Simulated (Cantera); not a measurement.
Ignition delay

Mixture: 23.4 % CO, 20.4 % H2, 1.19 % CH4, 11.6 % O2, 43.5 % N2, equivalence ratio 2.1, at 750 Torr, adiabatic and at constant volume. Ignition delay is the time to a rise of 400 K.

Cantera simulation using GRI-Mech 3.0 (53 species, 325 reactions); the numbers are that mechanism's predictions, not measurements. Where the delays flatten at high temperature, the 400 K rule measures the pace of heat release, not the induction time.

| T0 (K) | delay (ms) |
|---|---|
| 1250 | 0.0536 |
| 1325 | 0.0375 |
| 1400 | 0.0277 |
| 1475 | 0.0214 |
| 1550 | 0.0172 |
| 1625 | 0.0144 |
| 1700 | 0.0125 |
